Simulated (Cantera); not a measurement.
A Cantera script and what it prints.

```python
import numpy as np
import cantera as ct

gas_names = """
    B BCL BCL2 BCL3 BH BH2 BH3 BN B2 CL CL2 H HCL H2 N NH NH2 NH3 N2 N2H2 N2H4
""".split()
cond_names = """
    B(b) B(L) BN(s) NH4CL(a) NH4CL(b)
""".split()


# ... load() reads the species with a 1 bar reference pressure and builds the phases ...
atoms = {
    'BN': {'B': 1, 'N': 1},
    'HCl': {'H': 1, 'CL': 1},
}
top_T = {'BN(s)': 3200}  # K; cautious upper limits of use, not melting points


# ... equilibrate(T, P, feed) seeds the gas with the atoms and calls Mixture.equilibrate('TP', solver="vcs", rtol=1e-11, max_steps=5000) ...
results = []
feed = {'BN': 1, 'HCl': 9.1}  # mol
for P in [1, 4.2, 18, 75, 320, 1300, 5600, 24000, 100000]:
    for T in [1223, 1273, 1323, 1373, 1423, 1473, 1523, 1573, 1623]:
        mix = equilibrate(T, P, feed)
        results.append((T, P, feed, dict(zip(mix.species_names, mix.species_moles))))

for T, P, feed, n in results:
    print(f"{T:7g} {P:10.4g}  " + (" + ".join(c for c in cond_names if n.get(c, 0) > 1e-12) or "gas only"))
```

It prints:

```
   1223          1  BN(s)
   1273          1  BN(s)
   1323          1  BN(s)
   1373          1  BN(s)
   1423          1  BN(s)
   1473          1  BN(s)
   1523          1  BN(s)
   1573          1  gas only
   1623          1  gas only
   1223        4.2  BN(s)
   1273        4.2  BN(s)
   1323        4.2  BN(s)
   1373        4.2  BN(s)
   1423        4.2  BN(s)
   1473        4.2  BN(s)
   1523        4.2  BN(s)
   1573        4.2  BN(s)
   1623        4.2  gas only
   1223         18  BN(s)
   1273         18  BN(s)
   1323         18  BN(s)
   1373         18  BN(s)
   1423         18  BN(s)
   1473         18  BN(s)
   1523         18  BN(s)
   1573         18  BN(s)
   1623         18  BN(s)
   1223         75  BN(s)
   1273         75  BN(s)
   1323         75  BN(s)
   1373         75  BN(s)
   1423         75  BN(s)
   1473         75  BN(s)
   1523         75  BN(s)
   1573         75  BN(s)
   1623         75  BN(s)
   1223        320  BN(s)
   1273        320  BN(s)
   1323        320  BN(s)
   1373        320  BN(s)
   1423        320  BN(s)
   1473        320  BN(s)
   1523        320  BN(s)
   1573        320  BN(s)
   1623        320  BN(s)
   1223       1300  BN(s)
   1273       1300  BN(s)
   1323       1300  BN(s)
   1373       1300  BN(s)
   1423       1300  BN(s)
   1473       1300  BN(s)
   1523       1300  BN(s)
   1573       1300  BN(s)
   1623       1300  BN(s)
   1223       5600  BN(s)
   1273       5600  BN(s)
   1323       5600  BN(s)
   1373       5600  BN(s)
   1423       5600  BN(s)
   1473       5600  BN(s)
   1523       5600  BN(s)
   1573       5600  BN(s)
   1623       5600  BN(s)
   1223    2.4e+04  BN(s)
   1273    2.4e+04  BN(s)
   1323    2.4e+04  BN(s)
   1373    2.4e+04  BN(s)
   1423    2.4e+04  BN(s)
   1473    2.4e+04  BN(s)
   1523    2.4e+04  BN(s)
   1573    2.4e+04  BN(s)
   1623    2.4e+04  BN(s)
   1223      1e+05  BN(s)
   1273      1e+05  BN(s)
   1323      1e+05  BN(s)
   1373      1e+05  BN(s)
   1423      1e+05  BN(s)
   1473      1e+05  BN(s)
   1523      1e+05  BN(s)
   1573      1e+05  BN(s)
   1623      1e+05  BN(s)
```

Equilibrium computed with Cantera from the NASA thermochemical tables; the gas is ideal and each condensed phase is pure. The tables' values for BCl2 are old estimates.
